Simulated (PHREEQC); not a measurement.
Synthetic water in mg/kgw, 75 °C, pH 6.19, pe 10.9:

```csv
constituent,mg/kgw
Na,8.06
K,1.43
Ca,1.76
Mg,1.2
Cl,5.77
S(6) as SO4,10.8
Alkalinity as HCO3,10.7
Zn,0.442
Li,0.00508
Si as SiO2,0.304
Sr,0.123
```

Valence states are taken as typed.

Computed with PHREEQC (ion-association model, phreeqc.dat).

Precipitation was switched off in this run.

Problem. Predict the specific conductance.

Solution. specific conductance 157 µS/cm.

Problem. In which forms is S present?

Solution. SO4-2 96 %, MgSO4 2.4 %, CaSO4 0.8 % of the S.

Species that the database lacks are ignored. Away from 25 °C the constants follow the database's enthalpies or fits; those with neither stay at their 25 °C values.
